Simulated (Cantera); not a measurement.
Standard-state values (1 bar) from the NASA 1993 polynomials, evaluated with Cantera. Values are per mole of reaction as written; species without (g) are pure solids or liquids, kept so even where they would boil at 1 bar.

Q: Between 575 and 1375 K, where is each reaction favourable under standard conditions?
- 2 Cr2N + 3 H2(g) ⇌ 2 NH3(g) + 4 Cr

A: 
- 2 Cr2N + 3 H2(g) ⇌ 2 NH3(g) + 4 Cr: ΔG° is 189 kJ at 575 K and 266 kJ at 1375 K; it stays positive (K < 1). ΔH° is 119 kJ and ΔS° -107 J/K at 1375 K.
